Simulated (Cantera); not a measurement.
What does this Cantera script print?

```python
import numpy as np
import cantera as ct

gas_names = [...]  # 92 gases of nasa_gas.yaml made of C, H, N
cond_names = """
    C(gr) C6H6(L) C7H8(L) C8H18(L),n-octa
""".split()


# ... load() reads the species with a 1 bar reference pressure and builds the phases ...
atoms = {
    'n-butane': {'C': 4, 'H': 10},
    'NH3': {'N': 1, 'H': 3},
    'H2': {'H': 2},
}
top_T = {'C(gr)': 4500}  # K; cautious upper limits of use, not melting points


# ... equilibrate(T, P, feed) seeds the gas with the atoms and calls Mixture.equilibrate('TP', solver="vcs", rtol=1e-11, max_steps=5000) ...
results = []
feed = {'n-butane': 1, 'NH3': 2.5, 'H2': 1.2}  # mol
T = 1098.15  # K
P = 100000  # Pa
mix = equilibrate(T, P, feed)
results.append((T, P, feed, dict(zip(mix.species_names, mix.species_moles))))
x = sorted(zip(gas.X, gas.species_names), reverse=True)
print(f"T = {T:g} K  P = {P:g} Pa  gas = {mix.phase_moles(0):.4g} mol")
print("   x: " + "  ".join(f"{s} {v:.3e}" for v, s in x if v > 0.001))
print("   condensed (mol): " + ("  ".join(f"{mix.phase(i).name} {mix.phase_moles(i):.4g}"
      for i in range(1, mix.n_phases) if mix.phase_moles(i) > 1e-12) or "none"))
```

It prints:

```
T = 1098.15 K  P = 100000 Pa  gas = 10.91 mol
   x: H2 8.584e-01  N2 1.146e-01  CH4 2.689e-02
   condensed (mol): C(gr) 3.707
```

Cantera equilibrium calculation (NASA polynomials, part measured and part estimated; ideal gas, pure solids and liquids).
